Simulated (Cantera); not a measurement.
A closed system holds: 1 mol SiCl₄, 0.69 mol NH₃, 19 mol N₂, at 1050 K and 1330 Pa.

Method: chemical equilibrium by Gibbs-energy minimisation in Cantera with the NASA 1993 tables (ideal gas, pure condensed phases). Candidate condensed phases: NH₄Cl, Si, Si₃N₄; 28 gas species. The tables' values for SiCl₃ are old estimates; treat these amounts as uncertain. Rates play no part.

Base state: N₂ 0.886, HCl 0.0776, SiCl₄ 0.0270, H₂ 0.00927, SiCl₃ 9.65e-5, SiHCl₃ 3.35e-5 (mole fractions); condensed: Si₃N₄(s).

Q: What changes in the equilibrium state with this change: N₂ from 19 to 1.5 mol?

A: 
```tsv
species	before	after
N₂	0.886	0.406
HCl	0.0776	0.336
SiCl₄	0.0270	0.166
H₂	0.00927	0.0910
SiHCl₃	3.35e-5	0.000466
SiCl₃	9.65e-5	0.000429
SiCl₂	6.26e-6	2.01e-5
Si₃N₄(s), mol	0.139	0.112
```
